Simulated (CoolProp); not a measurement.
Vapour-liquid equilibrium of R1234ze(E) (1) + n-pentane (2) at 1.62 bar; x and y are mole fractions of (1).

Values from CoolProp's multi-fluid Helmholtz-energy mixture model, Thol 2016 and Thol 2019; pair parameters Bell 2016.

```
x      bubble temperature, mixture model (°C)  bubble temperature, Raoult's law (°C)  y, mixture model  y, Raoult's law
-----  --------------------------------------  -------------------------------------  ----------------  ---------------
0.05                                     34.3                                   42.8             0.424            0.255
0.125                                    19.2                                   33.7             0.686            0.496
0.2                                      10.6                                   26.5             0.790            0.643
0.275                                     5.4                                   20.7             0.841            0.740
0.35                                      2.1                                   15.8             0.869            0.808
0.425                                     0.0                                   11.7             0.887            0.856
0.5                                      -1.5                                    8.1             0.899            0.892
0.575                                    -2.5                                    5.0             0.909            0.920
0.65                                     -3.4                                    2.2             0.918            0.942
0.725                                    -4.3                                   -0.3             0.927            0.959
0.8                                      -5.1                                   -2.5             0.939            0.973
0.875                                    -6.0                                   -4.6             0.954            0.985
0.95                                     -7.0                                   -6.5             0.978            0.994
```

The largest gap from Raoult's law is -15.9 K in bubble temperature, at x = 0.2. No azeotrope shows between x = 0.05 and 0.95.

The pair parameters rest on a limited set of measurements; away from them the model extrapolates. With so large a gap from Raoult's law the liquid may split in two, which this calculation doesn't test in full.
